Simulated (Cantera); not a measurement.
A Cantera script and its output.

```python
import numpy as np
import cantera as ct

gas = ct.Solution("gri30.yaml")
gas.TPX = 1323, 101325, {'CO': 0.011, 'O2': 0.0023, 'H2O': 0.013, 'N2': 1}
reactor = ct.IdealGasConstPressureReactor(gas, energy="off", clone=False)
net = ct.ReactorNet([reactor])
net.rtol, net.atol = 1e-08, 1e-18
show = ['CO', 'O2', 'H2O', 'NO2', 'H2O2', 'H2']
times = np.geomspace(4e-05, 40, 14)

steps = ct.SolutionArray(gas, extra=["t"])
rows = []
print(f"{'t/s':>10s}{'T/K':>9s}{'P/Pa':>11s}" + "".join(f"{s:>11s}" for s in show))
for t in times:
    while net.time < t:
        t_next = net.step()
        steps.append(gas.state, t=t_next)
    rows.append([np.interp(t, steps.t, y) for y in (steps.T, steps.P, *steps(*show).X.T)])
    print(f"{t:10.3e}{rows[-1][0]:9.1f}{rows[-1][1]:11.4g}" + "".join(f"{x:11.3e}" for x in rows[-1][2:]))
rate = np.gradient(steps.T, steps.t)
print("integrator steps:", len(steps.t))
if steps.T.max() > steps.T[0] + 200:
    print(f"time of steepest temperature rise: {steps.t[rate.argmax()]:.4e} s")
gas.TPX = 1323, 101325, {'CO': 0.011, 'O2': 0.0023, 'H2O': 0.013, 'N2': 1}
gas.equilibrate("TP")
print(f"equilibrium (TP): T = {gas.T:.1f} K  " + "  ".join(f"{s} {gas[s].X[0]:.3e}" for s in show))
```

It prints:

```
       t/s      T/K       P/Pa         CO         O2        H2O        NO2       H2O2         H2
 4.000e-05   1323.0  1.013e+05  1.072e-02  2.241e-03  1.267e-02  1.983e-26  2.865e-15  9.770e-13
 1.158e-04   1323.0  1.013e+05  1.072e-02  2.241e-03  1.267e-02  8.325e-25  1.610e-14  3.461e-11
 3.351e-04   1323.0  1.013e+05  1.072e-02  2.241e-03  1.267e-02  6.925e-23  1.343e-13  9.802e-10
 9.698e-04   1323.0  1.013e+05  1.072e-02  2.241e-03  1.267e-02  5.751e-20  3.928e-12  4.257e-08
 2.807e-03   1323.0  1.013e+05  1.046e-02  2.141e-03  1.254e-02  2.107e-13  8.693e-09  7.705e-05
 8.124e-03   1323.0  1.013e+05  3.822e-03  5.092e-05  1.009e-02  6.071e-12  1.437e-08  2.170e-03
 2.351e-02   1323.0  1.013e+05  3.534e-03  1.583e-06  9.963e-03  1.050e-12  1.258e-09  2.627e-03
 6.805e-02   1323.0  1.013e+05  3.548e-03  1.370e-07  9.989e-03  3.103e-13  1.449e-10  2.675e-03
 1.970e-01   1323.0  1.013e+05  3.560e-03  1.437e-08  1.000e-02  1.034e-13  1.659e-11  2.682e-03
 5.700e-01   1323.0  1.013e+05  3.564e-03  1.544e-09  1.001e-02  3.684e-14  1.812e-12  2.683e-03
 1.650e+00   1323.0  1.013e+05  3.566e-03  1.633e-10  1.001e-02  1.488e-14  1.901e-13  2.683e-03
 4.775e+00   1323.0  1.013e+05  3.567e-03  1.863e-11  1.001e-02  7.595e-15  2.191e-14  2.683e-03
 1.382e+01   1323.0  1.013e+05  3.567e-03  2.772e-12  1.001e-02  4.692e-15  3.439e-15  2.683e-03
 4.000e+01   1323.0  1.013e+05  3.567e-03  7.242e-13  1.001e-02  2.929e-15  9.685e-16  2.683e-03
integrator steps: 2094
equilibrium (TP): T = 1323.0 K  CO 3.567e-03  O2 2.341e-13  H2O 1.001e-02  NO2 5.677e-18  H2O2 3.180e-16  H2 2.683e-03
```

Model: GRI-Mech 3.0 (53 species, 325 reactions), integrated in Cantera.
